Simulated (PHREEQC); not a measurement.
A solution holds 0.011 mol NH4HF2 per kg of water, at 25 °C. Closed to the air; pH follows from the charge balance.

Computed with PHREEQC (ion-association model, phreeqc.dat).

```csv
quantity,before,after
pH,3.19,3.24
ionic strength (mol/kgw),0.0117,0.00612
HF2- (mol/kgw),0.000427,0.000110
NH3 (mol/kgw),8.52e-9,4.98e-9
```

Problem. Name the change that produced these shifts.
A) temperature from 25 to 80 °C
B) NH4HF2 from 0.011 to 0.0055 mol/kgw
C) NH4HF2 from 0.011 to 0.055 mol/kgw
D) temperature from 25 to 5 °C
E) NH4HF2 from 0.011 to 0.11 mol/kgw

Solution. B, NH4HF2 from 0.011 to 0.0055 mol/kgw

This is a speciation only: nothing precipitates in the calculation.
